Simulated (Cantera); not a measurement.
## borazine + O2 + H2 (boron, boron nitride and boron oxide)

Feed: 1 mol borazine, 0.21 mol O2, 1.7 mol H2, held at 1700 K and 14.0 Pa.

These are equilibrium values from Cantera (NASA tables, ideal gas, pure condensed phases), not measurements of a reactor. Candidate condensed phases: B, BN, B2O3, B3O3H3, H2O; 39 gas species. The feed counts by its element totals alone. The tables' values for BH2 are old estimates; treat these amounts as uncertain. Equilibrium is a limit: real reactors are often held back by kinetics, nucleation or transport.

```yaml
x(H2): 0.879
x(HBO): 0.0458
x(N2): 0.0404
x(BO): 0.0122
x(H): 0.0117
x(B2O2): 0.0111
x(B2O3): 0.000242
x(HBO2): 0.000126
x(B2O): 2.35e-5
n(BN(s)): 2.58 mol
gas_amount: 5.180 mol
log10 activity of B(s) (absent): -0.49
log10 activity of B3O3H3(s) (absent): -16.85
```
